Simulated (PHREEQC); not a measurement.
Solution (20 °C): 0.21 mol KHCO3, 0.0011 mol NaOH and 0.44 mol KCl per kg of water. Closed to the air; pH follows from the charge balance.

Equilibrium calculation in PHREEQC: ion-association model, phreeqc.dat.

| Item | Value |
|---|---|
| pH | 8.10 |
| ionic strength | 0.654 mol/kgw |
| activity of water | 0.978 |
| specific conductance | 55200 µS/cm |
| density | 1.031 g/cm³ |
| total alkalinity | 211 meq/kg |

| species | molality | activity | log γ |
|---|---|---|---|
| K+ | 0.650 | 0.408 | -0.202 |
| Cl- | 0.440 | 0.279 | -0.197 |
| HCO3- | 0.204 | 0.139 | -0.168 |
| CO3-2 | 0.00344 | 0.000730 | -0.673 |
| CO2 | 0.00235 | 0.00273 | 0.065 |
| Na+ | 0.00104 | 0.000747 | -0.143 |
| NaHCO3 | 5.15e-5 | 5.99e-5 | 0.065 |
| NaCO3- | 1.05e-5 | 7.85e-6 | -0.127 |
| OH- | 1.36e-6 | 8.37e-7 | -0.212 |

This is a speciation only: nothing precipitates in the calculation.
